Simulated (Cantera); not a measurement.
Mixture: CH4 : O2 : N2 = 1 : 2.04 : 7.67 (molar parts), equivalence ratio 0.98, at 2480 Torr, adiabatic and at constant pressure. Ignition delay is the time to a rise of 400 K.

Detailed kinetics in Cantera: GRI-Mech 3.0 (53 species, 325 reactions).

Question: What does this change do: CH4 1 to 0.4 parts?

Answer: 
```tsv
quantity	before	after
delay at 1048 K	0.134 s	89.0 ms
delay at 1123 K	43.8 ms	28.1 ms
delay at 1198 K	15.5 ms	9.91 ms
delay at 1273 K	5.91 ms	3.80 ms
delay at 1348 K	2.40 ms	1.57 ms
delay at 1423 K	1.04 ms	0.706 ms
delay at 1498 K	0.475 ms	0.343 ms
apparent activation energy between 1348 and 1498 K	180 kJ/mol	170 kJ/mol
```
